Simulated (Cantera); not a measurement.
A perfectly stirred reactor is fed with CH4 : C2H6 : C3H8 : O2 : N2 : H2O = 1 : 0.14 : 0.14 : 3.84 : 42.3 : 14 (molar parts), at 430000 Pa; it is adiabatic with a 723 K inlet, and is followed from long to short residence time, starting on the burning branch (τ in s: 0.35, 0.16, 0.071, 0.032, 0.014, 0.0065, 0.0029, 0.0013, 0.00059, 0.00026, 0.00012, 5.3e-05).

Model: GRI-Mech 3.0 (53 species, 325 reactions), integrated in Cantera.

### Question
What does this change do: inlet temperature 723 to 550 K?

### Answer
| quantity | before | after |
|---|---|---|
| blow-out, bracketed by the residence times tried | burning at 71.0 ms, out at 32.0 ms | not reached |
| x(CH4) at τ = 0.350 s | 0.000107 | 0.0163 |
| x(C2H6) at τ = 0.350 s | 2.45e-6 | 0.00228 |
| x(C3H8) at τ = 0.350 s | 2.00e-6 | 0.00228 |
| x(OH) at τ = 0.350 s | 8.35e-6 | <1e-12 |
| x(CO2) at τ = 0.350 s | 0.0266 | <1e-12 |
| x(CH4) at τ = 2.90 ms | 0.0163 | 0.0163 |
| x(C2H6) at τ = 2.90 ms | 0.00228 | 0.00228 |
| x(C3H8) at τ = 2.90 ms | 0.00228 | 0.00228 |
| x(OH) at τ = 2.90 ms | <1e-12 | <1e-12 |
| x(CO2) at τ = 2.90 ms | <1e-12 | <1e-12 |
| state | not reached | not burning at any residence time tried |

### Question
What does this change do: H2O 14 to 10 parts?

### Answer
| quantity | before | after |
|---|---|---|
| blow-out, bracketed by the residence times tried | burning at 71.0 ms, out at 32.0 ms | burning at 32.0 ms, out at 14.0 ms |
| x(CH4) at τ = 0.350 s | 0.000107 | 4.72e-5 |
| x(C2H6) at τ = 0.350 s | 2.45e-6 | 1.06e-6 |
| x(C3H8) at τ = 0.350 s | 2.00e-6 | 9.45e-7 |
| x(OH) at τ = 0.350 s | 8.35e-6 | 1.83e-5 |
| x(CO2) at τ = 0.350 s | 0.0266 | 0.0290 |
| x(CH4) at τ = 2.90 ms | 0.0163 | 0.0174 |
| x(C2H6) at τ = 2.90 ms | 0.00228 | 0.00244 |
| x(C3H8) at τ = 2.90 ms | 0.00228 | 0.00244 |
| x(OH) at τ = 2.90 ms | <1e-12 | <1e-12 |
| x(CO2) at τ = 2.90 ms | <1e-12 | <1e-12 |
